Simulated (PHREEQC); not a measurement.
NaHCO3 is added in steps, without added water, to 1 kg of water holding 0.00035 mol/kgw Ca(HCO3)2, 0.034 mol/kgw Na2SO4 and 4.8e-05 mol/kgw MgSO4, at 20 °C. Oxygen is held at 0.21 atm. The system is closed to CO2. Only these solids could form: Calcite, Gypsum, Brucite, Portlandite, Magnesite, Mirabilite, Epsomite, Nahcolite, Natron.

Base run: PHREEQC, ion-association model, wateq4f.dat. Each further column changes one thing. The table gives pH.

| NaHCO3 added (mol) | base | Debye-Hückel limiting law | all activity coefficients set to 1 | database pitzer.dat | metal-ligand complexes left out |
|---|---|---|---|---|---|
| 0 | 8.07 | 8.00 | 8.21 | 8.12 | 8.14 |
| 0.01063 | 8.08 | 8.00 | 8.17 | 8.13 | 8.01 |
| 0.02337 | 8.00 | 7.98 | 8.10 | 8.03 | 7.99 |
| 0.034 | 7.99 | 7.94 | 8.10 | 8.02 | 8.02 |
| 0.04462 | 7.98 | 7.92 | 8.10 | 8.02 | 8.03 |
| 0.05738 | 7.98 | 7.90 | 8.10 | 8.02 | 8.05 |
| 0.068 | 7.98 | 7.89 | 8.10 | 8.02 | 8.05 |

 pitzer.dat has no redox and few complexes: it carries them in its interaction parameters. Solids allowed in the column 'database pitzer.dat': Calcite, Bloedite, Brucite, Burkeite, Epsomite, Gaylussite, Glauberite, Gypsum, Anhydrite, Hexahydrite, Kieserite, Nesquehonite, Mirabilite, Nahcolite, Natron, Pirssonite, Portlandite, Thenardite, Trona.
